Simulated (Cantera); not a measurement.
Charge: 1 mol Si₂Cl₆, 0.64 mol Cl₂, 130 mol H₂, equilibrated at 13300 Pa.

Equilibrium computed with Cantera from the NASA thermochemical tables; the gas is ideal and each condensed phase is pure. Candidate condensed phases: Si; 19 gas species. The feed counts by its element totals alone. Gases not in the tables: Si₂H₆ and higher silanes. Equilibrium is a limit: real reactors are often held back by kinetics, nucleation or transport.

Which condensed phases are stable at each of these points (T (°C)): 925, 975, 1025, 1075, 1125, 1175, 1225, 1275, 1325, 1375, 1425, 1475?


| T (°C) | condensed phases | Si condensed (%) |
|---|---|---|
| 925 | Si(s) | 47.6 |
| 975 | Si(s) | 53.4 |
| 1025 | Si(s) | 57.0 |
| 1075 | Si(s) | 58.6 |
| 1125 | Si(s) | 59.1 |
| 1175 | Si(s) | 59.0 |
| 1225 | Si(s) | 58.5 |
| 1275 | Si(s) | 57.8 |
| 1325 | Si(s) | 57.1 |
| 1375 | Si(s) | 56.4 |
| 1425 | Si(l) | 56.1 |
| 1475 | Si(l) | 58.0 |

From 925 °C to 1375 °C the condensed part is Si(s). From 1425 °C to 1475 °C the condensed part is Si(l).
